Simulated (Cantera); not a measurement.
What does this Cantera script print?

```python
import numpy as np
import cantera as ct

gas = ct.Solution("gri30.yaml")
gas.TPX = 1600, 2000000, {'CH4': 0.0026, 'O2': 0.0051, 'N2': 1}
reactor = ct.IdealGasConstPressureReactor(gas, energy="off", clone=False)
net = ct.ReactorNet([reactor])
net.rtol, net.atol = 1e-08, 1e-18
show = ['CH4', 'O2', 'H2O2', 'CO2', 'C2H4']
times = np.geomspace(0.0007, 40, 14)

steps = ct.SolutionArray(gas, extra=["t"])
rows = []
print(f"{'t/s':>10s}{'T/K':>9s}{'P/Pa':>11s}" + "".join(f"{s:>11s}" for s in show))
for t in times:
    while net.time < t:
        t_next = net.step()
        steps.append(gas.state, t=t_next)
    rows.append([np.interp(t, steps.t, y) for y in (steps.T, steps.P, *steps(*show).X.T)])
    print(f"{t:10.3e}{rows[-1][0]:9.1f}{rows[-1][1]:11.4g}" + "".join(f"{x:11.3e}" for x in rows[-1][2:]))
rate = np.gradient(steps.T, steps.t)
print("integrator steps:", len(steps.t))
if steps.T.max() > steps.T[0] + 200:
    print(f"time of steepest temperature rise: {steps.t[rate.argmax()]:.4e} s")
gas.TPX = 1600, 2000000, {'CH4': 0.0026, 'O2': 0.0051, 'N2': 1}
gas.equilibrate("TP")
print(f"equilibrium (TP): T = {gas.T:.1f} K  " + "  ".join(f"{s} {gas[s].X[0]:.3e}" for s in show))
```

Output:

```
       t/s      T/K       P/Pa        CH4         O2       H2O2        CO2       C2H4
 7.000e-04   1600.0      2e+06  2.164e-03  4.851e-03  1.364e-09  5.909e-06  5.574e-05
 1.626e-03   1600.0      2e+06  2.712e-07  7.384e-04  4.476e-08  1.044e-03  6.893e-11
 3.775e-03   1600.0      2e+06  1.484e-16  4.276e-05  1.737e-09  2.387e-03  1.163e-24
 8.767e-03   1600.0      2e+06  4.469e-17  8.641e-06  2.232e-10  2.445e-03  2.912e-25
 2.036e-02   1600.0      2e+06  3.333e-17  2.052e-06  2.834e-11  2.456e-03  1.443e-25
 4.728e-02   1600.0      2e+06  5.229e-17  5.441e-07  4.085e-12  2.459e-03  9.623e-26
 1.098e-01   1600.0      2e+06  1.147e-16  1.341e-07  1.160e-12  2.460e-03  7.483e-26
 2.550e-01   1600.0      2e+06  1.714e-16  2.039e-08  7.825e-13  2.460e-03  5.623e-26
 5.922e-01   1600.0      2e+06  1.164e-16  8.610e-09  7.527e-13  2.460e-03  3.196e-26
 1.375e+00   1600.0      2e+06  3.239e-17  8.540e-09  7.526e-13  2.460e-03  7.938e-27
 3.194e+00   1600.0      2e+06  7.698e-18  8.547e-09  7.528e-13  2.460e-03  7.280e-28
 7.417e+00   1600.0      2e+06  6.805e-18  8.559e-09  7.533e-13  2.460e-03  4.723e-28
 1.722e+01   1600.0      2e+06  6.732e-18  8.584e-09  7.542e-13  2.461e-03  4.581e-28
 4.000e+01   1600.0      2e+06  6.619e-18  8.626e-09  7.558e-13  2.461e-03  4.369e-28
integrator steps: 2459
equilibrium (TP): T = 1600.0 K  CH4 6.900e-18  O2 8.759e-09  H2O2 7.613e-13  CO2 2.462e-03  C2H4 4.208e-28
```

Model: GRI-Mech 3.0 (53 species, 325 reactions), integrated in Cantera. The pressure lies above the range GRI-Mech 3.0 was tuned for (to about 10 atm).
